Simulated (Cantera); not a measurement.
A perfectly stirred reactor is fed with C2H6 : N2 = 1 : 8.7 (molar parts), at 20.0 Torr; it is held at 1725 K, and followed from long to short residence time.

Computed with Cantera and GRI-Mech 3.0 (53 species, 325 reactions). GRI-Mech 3.0 stops at C3 and has no aromatics, soot or wall deposition, so with more carbon than oxygen in the feed, carbon stays in small species such as C2H2 where larger ones or solid carbon would form. Radical loss at walls, strong at low pressure, is not modelled.

### Question
What does this change do: pressure from 20.0 Torr to 6.68 Torr?

### Answer
| quantity | before | after |
|---|---|---|
| x(C2H6) at τ = 0.350 s | 6.32e-5 | 0.000134 |
| x(C2H2) at τ = 0.350 s | 0.0806 | 0.0786 |
| x(CH3) at τ = 0.350 s | 0.00103 | 0.00184 |
| x(C2H) at τ = 0.350 s | 2.68e-6 | 3.61e-6 |
| x(C2H4) at τ = 0.350 s | 0.000360 | 0.000739 |
| x(C2H6) at τ = 39.0 ms | 0.000508 | 0.00109 |
| x(C2H2) at τ = 39.0 ms | 0.0729 | 0.0672 |
| x(CH3) at τ = 39.0 ms | 0.00298 | 0.00539 |
| x(C2H) at τ = 39.0 ms | 3.22e-6 | 4.25e-6 |
| x(C2H4) at τ = 39.0 ms | 0.00233 | 0.00466 |

### Question
What does this change do: pressure from 20.0 Torr to 0.135 Torr?

### Answer
```tsv
quantity	before	after
x(C2H6) at τ = 0.350 s	6.32e-5	0.00346
x(C2H2) at τ = 0.350 s	0.0806	0.0524
x(CH3) at τ = 0.350 s	0.00103	0.0134
x(C2H) at τ = 0.350 s	2.68e-6	6.15e-6
x(C2H4) at τ = 0.350 s	0.000360	0.0121
x(C2H6) at τ = 39.0 ms	0.000508	0.0258
x(C2H2) at τ = 39.0 ms	0.0729	0.0135
x(CH3) at τ = 39.0 ms	0.00298	0.0316
x(C2H) at τ = 39.0 ms	3.22e-6	2.94e-6
x(C2H4) at τ = 39.0 ms	0.00233	0.0277
```
